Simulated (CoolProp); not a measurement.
R1123 along the isotherm 342.3 K: fugacity coefficient from the reference equation and from simpler models built on Tc = 331.7 K, pc = 4.549 MPa, ω = 0.243; each cubic takes its own stable root.

Computed with CoolProp (reference Helmholtz-energy equation of state, Akasaka 2020).

```
p (MPa)          phase  reference
-------  -------------  ---------
2.5                gas     0.8325
5        supercritical     0.6681
7.5      supercritical     0.5060
10       supercritical     0.4148
12.5     supercritical     0.3604
15       supercritical     0.3250
17.5     supercritical     0.3007
20       supercritical     0.2834
```

### Question
How far does each simpler model (van der Waals, Redlich-Kwong, Soave-Redlich-Kwong, Peng-Robinson) lie from the reference over these 8 states: mean and median of the absolute difference, and the worst?

### Answer
- van der Waals: mean 11.3 %, median 10.9 %, worst +22.4 % at 342.3 K and 20 MPa
- Redlich-Kwong: mean 3.3 %, median 3.5 %, worst +6.6 % at 342.3 K and 20 MPa
- Soave-Redlich-Kwong: mean 5.2 %, median 5.7 %, worst +9.2 % at 342.3 K and 20 MPa
- Peng-Robinson: mean 1.0 %, median 0.7 %, worst -2.4 % at 342.3 K and 5 MPa
